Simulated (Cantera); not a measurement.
Equilibrium for iron carbonyl, mercury and lead vapours: PbO + O2 + H2

Charge: 1 mol PbO, 2.8 mol O2, a varied amount of H2, held at 698 K and 6.00 bar.

Method: chemical equilibrium by Gibbs-energy minimisation in Cantera with the NASA 1993 tables (ideal gas, pure condensed phases). Candidate condensed phases: H2O, Pb, PbO, PbO2, Pb3O4; 12 gas species. Kinetics and transport are ignored.

```json
[
 {"n(H2) (mol)": "0.24", "x H2": "<1e-12", "x O2": "0.913", "x H2O": "0.0872", "n Pb3O4(s)": "0.333", "n Pb(l)": "0"},
 {"n(H2) (mol)": "0.57", "x H2": "<1e-12", "x O2": "0.805", "x H2O": "0.195", "n Pb3O4(s)": "0.333", "n Pb(l)": "0"},
 {"n(H2) (mol)": "1.3", "x H2": "<1e-12", "x O2": "0.604", "x H2O": "0.396", "n Pb3O4(s)": "0.333", "n Pb(l)": "0"},
 {"n(H2) (mol)": "3.1", "x H2": "<1e-12", "x O2": "0.259", "x H2O": "0.741", "n Pb3O4(s)": "0.333", "n Pb(l)": "0"},
 {"n(H2) (mol)": "7.3", "x H2": "0.0959", "x O2": "<1e-12", "x H2O": "0.904", "n Pb3O4(s)": "0", "n Pb(l)": "1.00"},
 {"n(H2) (mol)": "17", "x H2": "0.612", "x O2": "<1e-12", "x H2O": "0.388", "n Pb3O4(s)": "0", "n Pb(l)": "1.00"},
 {"n(H2) (mol)": "40", "x H2": "0.835", "x O2": "<1e-12", "x H2O": "0.165", "n Pb3O4(s)": "0", "n Pb(l)": "1.00"},
 {"n(H2) (mol)": "94", "x H2": "0.930", "x O2": "<1e-12", "x H2O": "0.0702", "n Pb3O4(s)": "0", "n Pb(l)": "1.00"}
]
```
x: gas mole fraction; n: condensed amount in mol.

From 0.24 mol H2 to 3.1 mol H2 the condensed part is Pb3O4(s). From 7.3 mol H2 to 94 mol H2 the condensed part is Pb(l).
